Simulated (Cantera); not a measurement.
A perfectly stirred reactor is fed with 41.6 % H₂, 12.2 % O₂, 46.2 % N₂, equivalence ratio 1.7, at 6.90 bar; it is adiabatic with a 675 K inlet, and is followed from long to short residence time, starting on the burning branch (τ in s: 0.058, 0.029, 0.014, 0.0069, 0.0034, 0.0017, 0.00083, 0.00041, 0.0002, 9.8e-05).

Cantera simulation using the H2/O2 subset of GRI-Mech 3.0, which has no nitrogen chemistry; the numbers are that mechanism's predictions, not measurements. The hydrogen kinetics of GRI-Mech 3.0 are dated; newer H2 mechanisms differ, most at raised pressure.

x: mole fraction; the columns are a selection and need not sum to one.

```json
[
 {"τ (s)": "0.058", "T (K)": "2460", "x H₂": "0.194", "x O₂": "1.17e-5", "x OH": "0.00103", "x H₂O₂": "1.38e-8", "x H₂O": "0.277", "x HO₂": "1.88e-8"},
 {"τ (s)": "0.029", "T (K)": "2459", "x H₂": "0.193", "x O₂": "___", "x OH": "0.00105", "x H₂O₂": "1.49e-8", "x H₂O": "0.277", "x HO₂": "___"},
 {"τ (s)": "0.014", "T (K)": "2458", "x H₂": "0.193", "x O₂": "2.49e-5", "x OH": "0.00110", "x H₂O₂": "1.73e-8", "x H₂O": "0.277", "x HO₂": "2.90e-8"},
 {"τ (s)": "0.0069", "T (K)": "2455", "x H₂": "0.193", "x O₂": "4.07e-5", "x OH": "0.00118", "x H₂O₂": "2.18e-8", "x H₂O": "0.277", "x HO₂": "4.28e-8"},
 {"τ (s)": "0.0034", "T (K)": "2451", "x H₂": "0.193", "x O₂": "6.81e-5", "x OH": "0.00134", "x H₂O₂": "3.05e-8", "x H₂O": "0.276", "x HO₂": "7.12e-8"},
 {"τ (s)": "0.0017", "T (K)": "2443", "x H₂": "0.193", "x O₂": "___", "x OH": "___", "x H₂O₂": "___", "x H₂O": "0.276", "x HO₂": "___"},
 {"τ (s)": "0.00083", "T (K)": "2430", "x H₂": "0.192", "x O₂": "0.000182", "x OH": "0.00199", "x H₂O₂": "7.44e-8", "x H₂O": "0.275", "x HO₂": "2.50e-7"},
 {"τ (s)": "0.00041", "T (K)": "2412", "x H₂": "0.191", "x O₂": "0.000291", "x OH": "0.00256", "x H₂O₂": "1.20e-7", "x H₂O": "0.274", "x HO₂": "4.95e-7"},
 {"τ (s)": "0.00020", "T (K)": "2385", "x H₂": "0.190", "x O₂": "0.000465", "x OH": "0.00333", "x H₂O₂": "1.90e-7", "x H₂O": "0.272", "x HO₂": "9.77e-7"},
 {"τ (s)": "9.8e-5", "T (K)": "2347", "x H₂": "0.188", "x O₂": "0.000744", "x OH": "0.00429", "x H₂O₂": "2.86e-7", "x H₂O": "0.269", "x HO₂": "1.85e-6"}
]
```

Task: Some entries are withheld; supply them.

Result: 
- 0.029, x O₂: 1.61e-5
- 0.029, x HO₂: 2.20e-8
- 0.0017, x O₂: 0.000112
- 0.0017, x OH: 0.00159
- 0.0017, x H₂O₂: 4.61e-8
- 0.0017, x HO₂: 1.28e-7
